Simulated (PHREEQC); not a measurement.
Consider water at 10 °C with 0.0058 mol/kgw KHF2, 4.9e-05 mol/kgw NaHF2, 0.21 mol/kgw NaH2PO4 and 0.0038 mol/kgw KCl. Closed to the air; pH follows from the charge balance.

Computed with PHREEQC (ion-association model, phreeqc.dat).

No solid was allowed to form.

Question: Order these F species by the share of F that they hold, largest first: F-, HF, NaF, HF2-.

Answer: F- (80 %), HF (14 %), NaF (4.9 %), HF2- (0.87 %)

The pH is 3.65 and the ionic strength 0.220 mol/kgw. Species that the database lacks are ignored. At this temperature some constants are extrapolated from 25 °C, and those without enthalpy data are left unchanged.
